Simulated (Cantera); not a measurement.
Thermodynamics of nitride etching, feed Si3N4 + F2 + H2

Charge: 1 mol Si3N4, 2.7 mol F2, a varied amount of H2, equilibrated at 1300 K and 0.590 bar.

Cantera equilibrium calculation (NASA polynomials, part measured and part estimated; ideal gas, pure solids and liquids). Candidate condensed phases: Si, Si3N4; 37 gas species. The tables' values for SiF3 are old estimates; treat these amounts as uncertain. Rates play no part.

```json
[
 {"n(H2) (mol)": "5.3", "x H2": "0.698", "x SiF4": "0.175", "x N2": "0.119", "x HF": "0.00340", "x SiHF3": "0.00335", "x SiF3": "0.000826", "n Si3N4(s)": "0.549"},
 {"n(H2) (mol)": "7.1", "x H2": "0.756", "x SiF4": "0.141", "x N2": "0.0963", "x HF": "0.00323", "x SiHF3": "0.00307", "x SiF3": "0.000727", "n Si3N4(s)": "0.550"},
 {"n(H2) (mol)": "9.6", "x H2": "0.807", "x SiF4": "0.111", "x N2": "0.0760", "x HF": "0.00302", "x SiHF3": "0.00275", "x SiF3": "0.000632", "n Si3N4(s)": "0.550"},
 {"n(H2) (mol)": "13", "x H2": "0.850", "x SiF4": "0.0856", "x N2": "0.0590", "x HF": "0.00279", "x SiHF3": "0.00243", "x SiF3": "0.000543", "n Si3N4(s)": "0.550"},
 {"n(H2) (mol)": "17", "x H2": "0.881", "x SiF4": "0.0675", "x N2": "0.0468", "x HF": "0.00257", "x SiHF3": "0.00215", "x SiF3": "0.000473", "n Si3N4(s)": "0.550"},
 {"n(H2) (mol)": "23", "x H2": "0.909", "x SiF4": "0.0512", "x N2": "0.0356", "x HF": "0.00233", "x SiHF3": "0.00186", "x SiF3": "0.000402", "n Si3N4(s)": "0.550"},
 {"n(H2) (mol)": "31", "x H2": "0.930", "x SiF4": "0.0386", "x N2": "0.0270", "x HF": "0.00210", "x SiHF3": "0.00159", "x SiF3": "0.000341", "n Si3N4(s)": "0.550"},
 {"n(H2) (mol)": "42", "x H2": "0.947", "x SiF4": "0.0288", "x N2": "0.0203", "x HF": "0.00188", "x SiHF3": "0.00135", "x SiF3": "0.000287", "n Si3N4(s)": "0.551"},
 {"n(H2) (mol)": "56", "x H2": "0.960", "x SiF4": "0.0217", "x N2": "0.0154", "x HF": "0.00168", "x SiHF3": "0.00115", "x SiF3": "0.000243", "n Si3N4(s)": "0.551"},
 {"n(H2) (mol)": "76", "x H2": "0.970", "x SiF4": "0.0160", "x N2": "0.0115", "x HF": "0.00149", "x SiHF3": "0.000969", "x SiF3": "0.000203", "n Si3N4(s)": "0.552"}
]
```
x: gas mole fraction; n: condensed amount in mol.

From 5.3 mol H2 to 76 mol H2 the condensed part is Si3N4(s). The main Si-bearing gas is SiF4 throughout.
